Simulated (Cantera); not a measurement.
An isothermal plug-flow reactor at 825 K and 1.70 bar (inlet), inlet velocity 0.12 m/s, active area per volume 320 1/m; feed 0.482 % H2, 1.85 % O2, 97.7 % N2, equivalence ratio 0.13.

Cantera simulation using Deutschmann's 1995 Pt surface mechanism with GRI-Mech 3.0 gas chemistry; the numbers are that mechanism's predictions, not measurements. Catalytic surfaces can have several steady states; this one follows from the mechanism file's or the stated starting coverage. Mass transfer to the wall is taken as infinitely fast.

x: gas mole fraction; θ: surface coverage.

```csv
z (m),x H2,x O2,x H2O,θ free Pt,θ O*,θ OH*
9.2e-05,0.000776,0.0166,0.00406,0.123,0.874,0.00266
0.00016,(withheld),0.0164,0.00444,(withheld),0.899,0.00247
0.00029,(withheld),0.0162,0.00470,0.0852,0.912,0.00235
0.00052,2.31e-5,0.0162,0.00481,0.0804,0.917,0.00231
0.00092,1.20e-6,0.0162,0.00483,0.0795,0.918,0.00230
0.0016,8.09e-9,0.0162,0.00483,0.0794,0.918,0.00230
0.0029,<1e-12,0.0162,0.00483,0.0794,0.918,0.00230
0.0052,<1e-12,0.0162,0.00483,0.0794,0.918,0.00230
0.0092,<1e-12,0.0162,0.00483,0.0794,0.918,0.00230
```

### Question
What belongs in the gaps?

### Answer

- 0.00016, x H2: 0.000392
- 0.00016, θ free Pt: 0.0984
- 0.00029, x H2: 0.000132
